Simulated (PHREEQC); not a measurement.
Dissolve 0.06 mol NaHSO4 and 0.014 mol NaOH per kg of water at 20 °C. Closed to the air; pH follows from the charge balance.

The numbers come from PHREEQC with the ion-association model, phreeqc.dat.

No solid was allowed to form.

Question: Order these S species by the share of S that they hold, largest first: SO4-2, NaSO4-, HSO4-.

Answer: SO4-2 (54 %), HSO4- (39 %), NaSO4- (6.4 %)

The pH is 1.74 and the ionic strength 0.125 mol/kgw.
